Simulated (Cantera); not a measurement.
## N2O furnace oxynitridation

An isothermal, constant-pressure homogeneous reactor starts with 97.4 % N2O, 2.63 % H2O, at 1148 K and 0.987 atm.

Model: GRI-Mech 3.0 (53 species, 325 reactions), integrated in Cantera. GRI-Mech 3.0 was tuned for natural gas; its chemistry of N2O as a main component is partial and can be far from experiment. The mechanism lacks the step 2 NO + O2 → 2 NO2, which can matter for NO2 below about 1400 K. The temperature is held fixed by assumption; the heat of reaction is taken as removed at once.

| t (s) | x N2O | x H2O | x NO | x H2 | x O |
|---|---|---|---|---|---|
| 9.00e-6 | 0.974 | 0.0263 | 7.28e-8 | <1e-12 | 5.79e-7 |
| 5.46e-5 | 0.974 | 0.0263 | 8.90e-7 | 3.17e-12 | 8.09e-7 |
| 0.000331 | 0.974 | 0.0263 | 6.07e-6 | 3.07e-10 | 8.09e-7 |
| 0.00201 | 0.973 | 0.0263 | 3.52e-5 | 8.20e-9 | 8.05e-7 |
| 0.0122 | 0.970 | 0.0263 | 0.000175 | 3.52e-8 | 7.94e-7 |
| 0.0739 | 0.949 | 0.0261 | 0.00101 | 1.59e-8 | 7.37e-7 |
| 0.448 | 0.839 | 0.0251 | 0.00608 | 8.21e-9 | 6.58e-7 |
| 2.72 | 0.449 | 0.0217 | 0.0227 | 5.13e-9 | 4.85e-7 |
| 16.5 | 0.0434 | 0.0181 | 0.0334 | 1.16e-9 | 9.95e-8 |
| 100 | 2.86e-6 | 0.0177 | 0.0327 | 1.31e-10 | 4.46e-9 |
x: mole fraction; the columns are a selection and need not sum to one.

Equilibrium at this temperature and pressure: N2O 9.77e-9, H2O 0.0177, NO 0.000148, H2 1.28e-10, O 4.57e-9 (gas phase only).
